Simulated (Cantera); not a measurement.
An isothermal, constant-pressure homogeneous reactor starts with 13.8 % H2, 86.2 % O2, at 1000 K and 0.0263 atm.

Cantera simulation using the H2/O2 subset of GRI-Mech 3.0, which has no nitrogen chemistry; the numbers are that mechanism's predictions, not measurements. Radical loss at walls, strong at low pressure, is not modelled. The temperature is held fixed by assumption; the heat of reaction is taken as removed at once.

x: mole fraction; the columns are a selection and need not sum to one.

```tsv
t (s)	x H2	x O2	x O	x HO2	x H	x OH
1.00e-5	0.138	0.862	1.45e-12	2.31e-11	2.18e-11	1.28e-12
4.30e-5	0.138	0.862	2.30e-11	9.99e-11	8.97e-11	1.51e-11
0.000185	0.138	0.862	4.11e-10	4.45e-10	6.72e-10	1.84e-10
0.000794	0.138	0.862	2.06e-7	1.35e-8	2.92e-7	8.64e-8
0.00341	0.00671	0.823	0.0199	2.61e-5	0.0227	0.00387
0.0147	0.000259	0.851	0.000776	1.00e-5	0.000102	0.000465
0.0630	1.33e-5	0.852	3.79e-5	1.32e-6	1.07e-6	0.000101
0.271	___	0.852	___	___	___	___
1.16	5.96e-8	0.852	5.00e-7	2.44e-8	1.61e-9	1.18e-5
5.00	9.38e-9	0.852	9.31e-8	4.88e-9	1.29e-10	5.05e-6
```

Fill in the missing entries.


- 0.271, x H2: 6.99e-7
- 0.271, x O: 3.45e-6
- 0.271, x HO2: 1.55e-7
- 0.271, x H: 2.95e-8
- 0.271, x OH: 3.09e-5
